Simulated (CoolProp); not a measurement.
Saturated liquid density (kg/m³) of CHF3 (R23): the reference equation beside estimates from Tc = 26.1 °C, pc = 4.832 MPa, ω = 0.263. Rackett uses Z = 0.29056 − 0.08775 ω.

The numbers come from the reference Helmholtz-energy equation of state, Penoncello 2003 in CoolProp.

```
T (°C)   reference  Rackett  van der Waals  Soave-Redlich-Kwong  Peng-Robinson
-------  ---------  -------  -------------  -------------------  -------------
-112.95       1559     1466          873.3                 1326           1493
-105.45       1532     1442          860.0                 1306           1472
-97.95        1505        …          846.2                 1285           1450
-90.45        1477     1392          832.0                 1263              …
-82.95        1449     1366          817.1                    …           1401
-75.45        1420     1339              …                 1215           1374
-67.95        1391        …          785.5                 1188           1345
-60.45        1360     1282          768.6                 1160           1314
-52.95        1328     1252          750.9                 1130           1280
-45.45        1295     1221          732.2                 1097           1244
-37.95        1260     1188          712.4                 1062           1205
-30.45        1223        …          691.3                 1024           1162
-22.95        1183     1116          668.6                981.9           1115
-15.45        1140     1076          644.0                936.2           1062
```

**Question.** Some entries are withheld; supply them.

**Answer.** 
- -97.95, Rackett: 1417
- -90.45, Peng-Robinson: 1426
- -82.95, Soave-Redlich-Kwong: 1240
- -75.45, van der Waals: 801.7
- -67.95, Rackett: 1311
- -30.45, Rackett: 1153

Absolute difference from the reference over all 14 rows, mean and median: Rackett 5.8 and 5.7 %, van der Waals 43.6 and 43.5 %, Soave-Redlich-Kwong 15.3 and 14.8 %, Peng-Robinson 4.1 and 3.8 %.
